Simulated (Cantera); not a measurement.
Mixture: 2.32 % C3H8, 16.4 % O2, 81.3 % N2, at 92000 Pa, adiabatic and at constant volume. Ignition delay is the time to a rise of 400 K.

Cantera simulation using GRI-Mech 3.0 (53 species, 325 reactions); the numbers are that mechanism's predictions, not measurements. GRI-Mech 3.0 was tuned for natural gas; its chemistry of propane as a main component is partial and can be far from experiment.

Q: Predict: delay at 1175 K; delay at 1375 K; delay at 1575 K; delay at 1775 K; delay at 1975 K; apparent activation energy between 1875 and 2075 K.

A: 
| Item | Result |
|---|---|
| delay at 1175 K | 11.8 ms |
| delay at 1375 K | 0.348 ms |
| delay at 1575 K | 45.1 µs |
| delay at 1775 K | 14.9 µs |
| delay at 1975 K | 7.68 µs |
| apparent activation energy between 1875 and 2075 K | 86 kJ/mol |
